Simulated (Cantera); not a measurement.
A closed system holds: 1 mol Zr, 2.4 mol NH3, 310 mol H2, at 750 Torr.

Equilibrium computed with Cantera from the NASA thermochemical tables; the gas is ideal and each condensed phase is pure. Candidate condensed phases: Zr, ZrN; 11 gas species. ZrN: taken at fixed stoichiometry. The numbers say what is thermodynamically allowed, not how fast it happens. All values below are at 2523 K.

Base state: H2 0.970, H 0.0274, N2 0.00220 (mole fractions); condensed: ZrN(s).

Q: What changes in the equilibrium state with this change: NH3 from 2.4 to 6.1 mol?

A: 
```csv
species,before,after
H2,0.970,0.965
H,0.0274,0.0273
N2,0.00220,0.00782
"ZrN(s), mol",1.000,1.000
```
